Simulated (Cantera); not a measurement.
Charge: 1 mol CH₂F₂, 0.91 mol Si, equilibrated at 698.15 K and 2.00 Pa.

Method: chemical equilibrium by Gibbs-energy minimisation in Cantera with the NASA 1993 tables (ideal gas, pure condensed phases). Candidate condensed phases: C, C₆H₆, C₇H₈, C₈H₁₈, Si, SiC; 113 gas species. Rates play no part.

Base state: H₂ 0.667, SiF₄ 0.333, SiHF₃ 9.05e-5, CH₄ 7.86e-5 (mole fractions); condensed: C(graphite) + SiC(s).

What changes in the equilibrium state with this change: temperature from 698.15 K to 3400 K?


```json
[
 {"species": "H", "before": "<1e-9", "after": "0.338"},
 {"species": "F", "before": "<1e-9", "after": "0.338"},
 {"species": "C", "before": "<1e-9", "after": "0.169"},
 {"species": "H₂", "before": "0.667", "after": "1.05e-5"},
 {"species": "SiF₄", "before": "0.333", "after": "<1e-9"},
 {"species": "Si", "before": "<1e-9", "after": "0.154"},
 {"species": "SiF", "before": "<1e-9", "after": "0.000404"},
 {"species": "C₂", "before": "<1e-9", "after": "0.000391"},
 {"species": "CF", "before": "<1e-9", "after": "0.000187"},
 {"species": "SiHF₃", "before": "9.05e-5", "after": "<1e-9"},
 {"species": "CH₄", "before": "7.86e-5", "after": "<1e-9"},
 {"species": "C(graphite), mol", "before": "0.590", "after": "0"},
 {"species": "SiC(s), mol", "before": "0.410", "after": "0"}
]
```
The tables' values for SiF are old estimates; treat these amounts as uncertain.
